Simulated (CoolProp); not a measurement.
R115 along the isobar 3.84 MPa: Z from the reference equation and from simpler models built on Tc = 80.0 °C, pc = 3.129 MPa, ω = 0.248; each cubic takes its own stable root.

Computed with CoolProp (reference Helmholtz-energy equation of state, Lemmon 2016).

| T (°C) | phase | reference | Soave-Redlich-Kwong | Peng-Robinson |
|---|---|---|---|---|
| 10.15 | liquid | 0.1822 | 0.1939 | 0.1715 |
| 20.55 | liquid | 0.1815 | 0.1945 | 0.1721 |
| 30.95 | liquid | 0.1817 | 0.1966 | 0.1740 |
| 41.35 | liquid | ? | 0.2004 | 0.1776 |
| 51.75 | liquid | 0.1857 | 0.2068 | ? |
| 62.15 | liquid | 0.1910 | 0.2174 | ? |
| 72.55 | liquid | 0.2010 | 0.2358 | 0.2114 |
| 82.95 | supercritical | 0.2261 | 0.2757 | ? |
| 93.35 | supercritical | ? | 0.4214 | 0.3959 |
| 103.85 | supercritical | ? | 0.5557 | ? |
| 114.25 | supercritical | ? | 0.6303 | 0.5995 |

Question: Complete the blanks.

Answer: 
- 41.35, reference: 0.1829
- 51.75, Peng-Robinson: 0.1836
- 62.15, Peng-Robinson: 0.1937
- 82.95, Peng-Robinson: 0.2507
- 93.35, reference: 0.3892
- 103.85, reference: 0.5337
- 103.85, Peng-Robinson: 0.5257
- 114.25, reference: 0.6116
